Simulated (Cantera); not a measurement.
An isothermal, constant-pressure homogeneous reactor starts with 25.0 % NO, 75.0 % N2, at 1950 K and 3300 Pa.

Detailed kinetics in Cantera: GRI-Mech 3.0 (53 species, 325 reactions). Radical loss at walls, strong at low pressure, is not modelled.

Question: Predict: x(NO) at 10.0 s; x(O) at 10.0 s; x(O2) at 10.0 s; x(N2O) at 10.0 s; x(N2) at 10.0 s; x(NO2) at 10.0 s.

Answer: 
| Quantity | Result |
|---|---|
| x(NO) at 10.0 s | 0.168 (gas-phase equilibrium 0.00535) |
| x(O) at 10.0 s | 0.000534 (gas-phase equilibrium 0.000872) |
| x(O2) at 10.0 s | 0.0406 (gas-phase equilibrium 0.122) |
| x(N2O) at 10.0 s | 9.93e-6 (gas-phase equilibrium 5.77e-8) |
| x(N2) at 10.0 s | 0.791 (gas-phase equilibrium 0.872) |
| x(NO2) at 10.0 s | 2.50e-5 (gas-phase equilibrium 1.39e-6) |
